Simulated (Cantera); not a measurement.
Ignition delay

Mixture: CH4 : O2 : N2 = 1 : 2.6 : 17.9 (molar parts), equivalence ratio 0.77, at 10.0 bar, adiabatic and at constant pressure. Ignition delay is the time to a rise of 400 K.

Cantera simulation using GRI-Mech 3.0 (53 species, 325 reactions); the numbers are that mechanism's predictions, not measurements.

| T0 (K) | delay (ms) |
|---|---|
| 1250 | 4.07 |
| 1325 | 1.77 |
| 1400 | 0.804 |
| 1475 | 0.380 |
| 1550 | 0.187 |
| 1625 | 0.0953 |
| 1700 | 0.0511 |
| 1775 | 0.0289 |

```json
{
 "apparent activation energy between 1625 and 1775 K": "190 kJ/mol"
}
```
